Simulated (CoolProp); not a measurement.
Vapour-liquid equilibrium of ethane (1) + hydrogen sulfide (2) at 0.294 MPa; x and y are mole fractions of (1).

Values from CoolProp's multi-fluid Helmholtz-energy mixture model, Bücker 2006 and Lemmon 2006; pair parameters Kunz 2012.

### Question
Give the bubble temperature and the first vapour's composition at x = 0.05, 0.65, 0.75. Is there an azeotrope?

### Answer
x = 0.05: 224.4 K, y = 0.417; x = 0.65: 207.7 K, y = 0.794; x = 0.75: 207.2 K, y = 0.823. y crosses x between x = 0.85 and 0.95: the model has an azeotrope there.

Pair parameters are fitted to limited data, so mixtures are less certain than the pure fluids. With so large a gap from Raoult's law the liquid may split in two, which this calculation doesn't test in full.
